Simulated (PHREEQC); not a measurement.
Solution (25 °C): 0.01 mol ZnSO4, 0.00046 mol MgSO4 and 7.2e-05 mol H2SO4 per kg of water. Closed to the air; pH follows from the charge balance.

Model: ion-association model, wateq4f.dat, run in PHREEQC.

Question: The ionic strength comes out as 0.0280 mol/kgw. What activity coefficients do SO4-2, HSO4-, Zn+2, Mg+2, H+ get?

Answer: SO4-2 0.54, HSO4- 0.86, Zn+2 0.55, Mg+2 0.55, H+ 0.88.

This is a speciation only: nothing precipitates in the calculation. Complexes and solids missing from the database can't appear.
